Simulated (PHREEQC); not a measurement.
Solution (25 °C): 2.9 mmol/kgw NH3 and 0.14 mmol/kgw H3BO3. Closed to the air; pH follows from the charge balance.

The numbers come from PHREEQC with the ion-association model, phreeqc.dat.

```
quantity                    before     after
------------------------  --------  --------
pH                           10.20      9.77
ionic strength (mol/kgw)  0.000292  0.000290
H2BO3- (mol/kgw)          0.000127  0.000115
H3BO3 (mol/kgw)            1.35e-5   2.55e-5
```

Which change was made?
A) diluted 100-fold with water
B) H3BO3 from 0.00014 to 2.8e-05 mol/kgw
C) H3BO3 replaced by Na2B4O7 at the same molality
D) NH3 left out
E) temperature from 25 to 40 °C

E, temperature from 25 to 40 °C

This is a speciation only: nothing precipitates in the calculation. At this temperature some constants are extrapolated from 25 °C, and those without enthalpy data are left unchanged.
